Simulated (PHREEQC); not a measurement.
1.2 g of hydrous ferric oxide (600 m²/g; 0.2 weak and 0.005 strong sites per Fe, Dzombak-Morel constants, diffuse double layer) in 1 kg of water with 0.005 mol/kgw of an inert sodium salt and 1.6e-05 mol Na2HAsO4, at 25 °C; the pH is set by adding NaOH or the inert anion's acid. Oxygen alone is held at its pressure in air (log pO2 = -0.68). No CO2 enters from the air. Precipitation was switched off in this run.

Computed with PHREEQC (ion-association model, wateq4f.dat).

Predict surface charge σ (C/m²), surface potential ψ (mV) at pH = 5.67, 8.33.


| pH | surface charge σ (C/m²) | surface potential ψ (mV) |
|---|---|---|
| 5.67 | 0.051 | 128 |
| 8.33 | -0.002 | -14 |

The oxide is taken as insoluble; below pH 4 it would dissolve.
